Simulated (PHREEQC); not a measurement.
Solution (93 °C): 70 mmol/kgw NH4HF2, 0.047 mmol/kgw H2SiF6, 1.2 mmol/kgw H3BO3 and 0.12 mmol/kgw H2SO4. Closed to the air; pH follows from the charge balance.

All values are PHREEQC results (ion-association model, wateq4f.dat), not measurements.

**Question.** The ionic strength comes out as 0.0704 mol/kgw. What activity coefficients do H+, BF4-, SO4-2, BF2(OH)2-, HF2- get?

**Answer.** H+ 0.82, BF4- 0.74, SO4-2 0.37, BF2(OH)2- 0.74, HF2- 0.76.

Precipitation was switched off in this run. Complexes and solids missing from the database can't appear. Away from 25 °C the constants follow the database's enthalpies or fits; those with neither stay at their 25 °C values. SiF6-2 is the database's only silicon fluoride. Real BF4- forms and hydrolyses slowly; the run takes it at equilibrium.
